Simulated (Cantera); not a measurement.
**Stirred combustor or abatement burner**

A perfectly stirred reactor is fed with 11.2 % CH4, 18.7 % O2, 70.1 % N2, at 1.09 atm; it is adiabatic with a 348 K inlet, and is followed from long to short residence time, starting on the burning branch (τ in s: 0.026, 0.011, 0.0044, 0.0018, 0.00076, 0.00031, 0.00013, 5.4e-05, 2.2e-05, 9.3e-06).

Computed with Cantera and GRI-Mech 3.0 (53 species, 325 reactions).

```csv
τ (s),T (K),x CH4,x O2,x CH2,x CH2O,x NO
0.026,2142,2.21e-5,0.000574,8.89e-7,2.14e-6,0.000357
0.011,2126,3.38e-5,0.000992,1.52e-6,3.56e-6,0.000363
0.0044,2102,5.70e-5,0.00172,2.61e-6,6.20e-6,0.000344
0.0018,2070,0.000103,0.00284,4.38e-6,1.10e-5,0.000298
0.00076,2032,0.000198,0.00445,7.37e-6,2.03e-5,0.000237
0.00031,1985,0.000444,0.00717,1.35e-5,4.26e-5,0.000168
0.00013,1917,0.00126,0.0132,2.82e-5,0.000109,9.47e-5
5.4e-5,348,0.112,0.187,<1e-12,<1e-12,<1e-12
2.2e-5,348,0.112,0.187,<1e-12,<1e-12,<1e-12
9.3e-6,348,0.112,0.187,<1e-12,<1e-12,<1e-12
```
x: mole fraction; the columns are a selection and need not sum to one.
